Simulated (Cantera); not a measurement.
What does this Cantera script print?

```python
import numpy as np
import cantera as ct

gas = ct.Solution("gri30.yaml")
gas.TPX = 850, 13332, {'CO': 0.022, 'O2': 0.0023, 'H2O': 0.0016, 'N2': 1, 'H2': 0.0089}
reactor = ct.IdealGasConstPressureReactor(gas, energy="off", clone=False)
net = ct.ReactorNet([reactor])
net.rtol, net.atol = 1e-08, 1e-18
show = ['CO', 'O2', 'H2O', 'CO2', 'O']
times = np.geomspace(4e-05, 20, 15)

steps = ct.SolutionArray(gas, extra=["t"])
rows = []
print(f"{'t/s':>10s}{'T/K':>9s}{'P/Pa':>11s}" + "".join(f"{s:>11s}" for s in show))
for t in times:
    while net.time < t:
        t_next = net.step()
        steps.append(gas.state, t=t_next)
    rows.append([np.interp(t, steps.t, y) for y in (steps.T, steps.P, *steps(*show).X.T)])
    print(f"{t:10.3e}{rows[-1][0]:9.1f}{rows[-1][1]:11.4g}" + "".join(f"{x:11.3e}" for x in rows[-1][2:]))
rate = np.gradient(steps.T, steps.t)
print("integrator steps:", len(steps.t))
if steps.T.max() > steps.T[0] + 200:
    print(f"time of steepest temperature rise: {steps.t[rate.argmax()]:.4e} s")
gas.TPX = 850, 13332, {'CO': 0.022, 'O2': 0.0023, 'H2O': 0.0016, 'N2': 1, 'H2': 0.0089}
gas.equilibrate("TP")
print(f"equilibrium (TP): T = {gas.T:.1f} K  " + "  ".join(f"{s} {gas[s].X[0]:.3e}" for s in show))
```

It prints:

```
       t/s      T/K       P/Pa         CO         O2        H2O        CO2          O
 4.000e-05    850.0  1.333e+04  2.126e-02  2.223e-03  1.546e-03  4.583e-15  4.452e-15
 1.021e-04    850.0  1.333e+04  2.126e-02  2.223e-03  1.546e-03  1.180e-14  1.095e-14
 2.607e-04    850.0  1.333e+04  2.126e-02  2.223e-03  1.546e-03  3.099e-14  2.542e-14
 6.657e-04    850.0  1.333e+04  2.126e-02  2.223e-03  1.546e-03  8.450e-14  5.197e-14
 1.700e-03    850.0  1.333e+04  2.126e-02  2.223e-03  1.546e-03  2.396e-13  8.482e-14
 4.339e-03    850.0  1.333e+04  2.126e-02  2.223e-03  1.546e-03  6.985e-13  1.174e-13
 1.108e-02    850.0  1.333e+04  2.126e-02  2.223e-03  1.546e-03  2.223e-12  1.962e-13
 2.828e-02    850.0  1.333e+04  2.126e-02  2.223e-03  1.546e-03  9.725e-12  5.464e-13
 7.221e-02    850.0  1.333e+04  2.126e-02  2.223e-03  1.546e-03  1.113e-10  4.792e-12
 1.844e-01    850.0  1.333e+04  2.126e-02  2.223e-03  1.546e-03  2.420e-08  9.748e-10
 4.707e-01    850.0  1.333e+04  1.950e-02  1.187e-04  3.967e-03  1.796e-03  1.425e-06
 1.202e+00    850.0  1.333e+04  1.933e-02  9.536e-06  4.012e-03  1.974e-03  4.818e-09
 3.068e+00    850.0  1.333e+04  1.931e-02  4.602e-06  3.996e-03  2.000e-03  5.813e-10
 7.834e+00    850.0  1.333e+04  1.929e-02  2.555e-06  3.981e-03  2.019e-03  1.187e-10
 2.000e+01    850.0  1.333e+04  1.927e-02  1.397e-06  3.964e-03  2.038e-03  2.743e-11
integrator steps: 1854
equilibrium (TP): T = 850.0 K  CO 1.624e-02  O2 1.668e-26  H2O 9.419e-04  CO2 5.064e-03  O 2.640e-25
```

Model: GRI-Mech 3.0 (53 species, 325 reactions), integrated in Cantera. Radical loss at walls, strong at low pressure, is not modelled. Below about 950 K walls govern HO2 and H2O2 in real vessels.
